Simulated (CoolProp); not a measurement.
Values from CoolProp's reference Helmholtz-energy equation of state, Guder 2009.

Q: Give the vapour pressure (bar), liquid density (kg/m³), vapour density (kg/m³), enthalpy of vaporisation (kJ/kg) of saturated sulfur hexafluoride at -19.05, 6.15 °C.

A: 
| T (°C) | p (bar) | liquid density (kg/m³) | vapour density (kg/m³) | enthalpy of vaporisation (kJ/kg) |
|---|---|---|---|---|
| -19.05 | 7.11 | 1680 | 58.1 | 96.0 |
| 6.15 | 14.8 | 1510 | 126 | 79.4 |
